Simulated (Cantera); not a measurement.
A closed system holds: 1 mol Si, 8.9 mol Br2, 1.7 mol N2, at 302 °C and 0.133 bar.

Equilibrium computed with Cantera from the NASA thermochemical tables; the gas is ideal and each condensed phase is pure. Candidate condensed phases: Br2, Si, Si3N4; 13 gas species. Kinetics and transport are ignored.

Base state: Br2 0.719, N2 0.177, SiBr4 0.104 (mole fractions); condensed: gas only.

**Question.** What changes in the equilibrium state with this change: temperature from 302 °C to 825 °C?

**Answer.** 
```csv
species,before,after
Br2,0.719,0.687
N2,0.177,0.174
SiBr4,0.104,0.102
Br,2.30e-6,0.0373
```
